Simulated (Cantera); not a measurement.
Charge: 1 mol AlN, 89 mol H2, 6.2 mol Cl2, equilibrated at 1327 °C and 10.0 mbar.

These are equilibrium values from Cantera (NASA tables, ideal gas, pure condensed phases), not measurements of a reactor. Candidate condensed phases: Al, AlCl3, AlN, NH4Cl; 20 gas species. The tables' values for AlCl2 are old estimates; treat these amounts as uncertain. Kinetics and transport are ignored.

Base state: H2 0.874, HCl 0.110, N2 0.00522, AlCl 0.00502, AlCl3 0.00360, AlCl2 0.00182, H 0.000508, Cl 5.06e-5 (mole fractions); condensed: gas only.

Task: What changes in the equilibrium state with this change: Cl2 from 6.2 to 3.2 mol?

Result: 
```json
[
 {"species": "H2", "before": "0.874", "after": "0.929"},
 {"species": "HCl", "before": "0.110", "after": "0.0540"},
 {"species": "AlCl", "before": "0.00502", "after": "0.00805"},
 {"species": "AlCl3", "before": "0.00360", "after": "0.00131"},
 {"species": "Cl", "before": "5.06e-5", "after": "2.41e-5"}
]
```

Task: What changes in the equilibrium state with this change: pressure from 10.0 mbar to 1.33 mbar?

Result: 
| species | before | after |
|---|---|---|
| H2 | 0.874 | 0.867 |
| HCl | 0.110 | 0.116 |
| AlCl | 0.00502 | 0.00835 |
| AlCl3 | 0.00360 | 0.000887 |
| Cl | 5.06e-5 | 0.000146 |
